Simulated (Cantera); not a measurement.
Charge: 1 mol SiCl₄, 7.5 mol H₂O, 18 mol N₂, held at 0.405 Torr.

Equilibrium computed with Cantera from the NASA thermochemical tables; the gas is ideal and each condensed phase is pure. Candidate condensed phases: H₂O, NH₄Cl, Si, SiO₂, Si₂N₂O, Si₃N₄; 47 gas species. The tables hold silica as quartz up to 1696 K and as liquid above; real silica turns to tridymite and cristobalite and melts near 1996 K. The numbers say what is thermodynamically allowed, not how fast it happens.

Question: What share of the Si ends up in condensed phases as a function of T (K), at 1198, 1298, 1398, 1498, 1598, 1698, 1798, 1898, 1998?

Answer: 
| T (K) | Si condensed (%) | as |
|---|---|---|
| 1198 | 100.0 | SiO₂(β-quartz) |
| 1298 | 100.0 | SiO₂(β-quartz) |
| 1398 | 100.0 | SiO₂(β-quartz) |
| 1498 | 100.0 | SiO₂(β-quartz) |
| 1598 | 100.0 | SiO₂(β-quartz) |
| 1698 | 100.0 | SiO₂(condensed) |
| 1798 | 99.4 | SiO₂(condensed) |
| 1898 | 93.3 | SiO₂(condensed) |
| 1998 | 50.5 | SiO₂(l) |
